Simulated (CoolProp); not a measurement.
A simple Rankine cycle with R134a: condensing at 311.15 K, boiler at 3.08 MPa, turbine inlet 365.7 K, turbine efficiency 0.8, pump efficiency 0.6, no recuperator. Each further row changes one setting.

The numbers come from the reference Helmholtz-energy equation of state, Tillner-Roth 1994 in CoolProp.

```
case                             thermal efficiency (%)  net work (kJ/kg)  heat in (kJ/kg)  turbine exit temperature (K)  volume ratio over the turbine
-------------------------------  ----------------------  ----------------  ---------------  ----------------------------  -----------------------------
as stated                                           8.1              14.7              182                         312.9                           3.77
turbine inlet 385.7 K                               ___              18.4              214                           ___                           3.46
condensing temperature 303.15 K                     9.4               ___              ___                         305.1                           4.75
boiler pressure 2.16 MPa                            ___              13.0              204                           ___                            ___
turbine efficiency 0.7                              6.9              12.5              182                         314.9                           3.82
```

Problem. Fill in the missing entries.

Solution. 
- turbine inlet 385.7 K, thermal efficiency (%): 8.6
- turbine inlet 385.7 K, turbine exit temperature (K): 339.3
- condensing temperature 303.15 K, net work (kJ/kg): 18.1
- condensing temperature 303.15 K, heat in (kJ/kg): 193
- boiler pressure 2.16 MPa, thermal efficiency (%): 6.4
- boiler pressure 2.16 MPa, turbine exit temperature (K): 335.0
- boiler pressure 2.16 MPa, volume ratio over the turbine: 2.34
